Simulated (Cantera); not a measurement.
Thermodynamics of silicon oxide and oxynitride deposition, feed SiH2Cl2 + NO + N2

Charge: 1 mol SiH2Cl2, 0.14 mol NO, 14 mol N2, held at 100 Torr.

Equilibrium computed with Cantera from the NASA thermochemical tables; the gas is ideal and each condensed phase is pure. Candidate condensed phases: H2O, NH4Cl, Si, SiO2, Si2N2O, Si3N4; 47 gas species. Mutual solubility and eutectic melting of coexisting phases are not modelled. The tables' values for SiCl3, SiCl, SiN are old estimates; treat these amounts as uncertain. The numbers say what is thermodynamically allowed, not how fast it happens.

```csv
T (K),x N2,x HCl,x H2,x SiCl2,x SiO,x SiCl3,n Si2N2O(s),n Si3N4(s),n Si(l)
1773,0.874,0.0533,0.0365,0.0332,0.000581,0.00192,0.131,0.0567,0
1798,0.874,0.0498,0.0381,0.0353,0.000997,0.00167,0.124,0.0490,0
1823,0.873,0.0464,0.0396,0.0372,0.00168,0.00145,0.113,0.0431,0
1848,0.872,0.0431,0.0410,0.0390,0.00280,0.00125,0.0953,0.0401,0
1873,0.871,0.0400,0.0423,0.0406,0.00460,0.00107,0.0664,0.0411,0
1898,0.868,0.0370,0.0435,0.0421,0.00746,0.000915,0.0202,0.0484,0
1923,0.867,0.0343,0.0446,0.0434,0.00869,0.000784,0,0.0474,0
1948,0.867,0.0318,0.0457,0.0447,0.00868,0.000674,0,0.0399,0
1973,0.867,0.0295,0.0467,0.0459,0.00866,0.000578,0,0.0325,0
1998,0.867,0.0296,0.0463,0.0455,0.00863,0.000530,0,0,0.0973
```
x: gas mole fraction; n: condensed amount in mol.

From 1773 K to 1898 K the condensed part is Si2N2O(s) + Si3N4(s). From 1923 K to 1973 K the condensed part is Si3N4(s). At 1998 K the condensed part is Si(l). The main Si-bearing gas is SiCl2 throughout. The share of Si in condensed phases is highest at 1773 K (43.2 %) and lowest at 1998 K (9.7 %).
